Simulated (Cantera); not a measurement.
An adiabatic, constant-volume homogeneous reactor starts with 12.8 % C2H4, 17.5 % O2, 65.9 % N2, 3.85 % CO2, equivalence ratio 2.2, at 1750 K and 0.220 bar.

Computed with Cantera and GRI-Mech 3.0 (53 species, 325 reactions). GRI-Mech 3.0 was tuned for natural gas; its chemistry of ethylene as a main component is partial and can be far from experiment. Above 3000 K some thermodynamic fits are extrapolated.

x: mole fraction; the columns are a selection and need not sum to one.

```tsv
t (s)	T (K)	P (bar)	x C2H4	x O2	x CO2	x H2	x CH3	x NO	x C2H2
3.00e-6	1750	0.220	0.128	0.175	0.0385	5.91e-5	1.39e-7	<1e-12	5.89e-5
1.50e-5	1749	0.220	0.128	0.174	0.0385	0.000322	1.36e-5	<1e-12	0.000303
7.54e-5	3216	0.492	?	?	?	0.111	?	?	?
0.000378	2986	0.467	<1e-12	0.000485	0.0196	0.110	2.71e-11	0.00144	<1e-12
0.00189	2868	0.452	<1e-12	0.000733	0.0197	0.106	5.22e-12	0.00185	<1e-12
0.00950	2865	0.452	<1e-12	0.000735	0.0197	0.106	5.08e-12	0.00195	<1e-12
0.0476	2865	0.452	<1e-12	0.000735	0.0197	0.106	5.08e-12	0.00195	<1e-12
0.239	2865	0.452	<1e-12	0.000735	0.0197	0.106	5.08e-12	0.00195	<1e-12
1.20	2865	0.452	<1e-12	0.000735	0.0197	0.106	5.08e-12	0.00195	<1e-12
6.00	2865	0.452	<1e-12	0.000735	0.0197	0.106	5.08e-12	0.00195	<1e-12
```

Q: What belongs in the gaps?

A: 
- 7.54e-5, x C2H4: 2.96e-6
- 7.54e-5, x O2: 0.000178
- 7.54e-5, x CO2: 0.0232
- 7.54e-5, x CH3: 0.000611
- 7.54e-5, x NO: 0.000442
- 7.54e-5, x C2H2: 0.00213
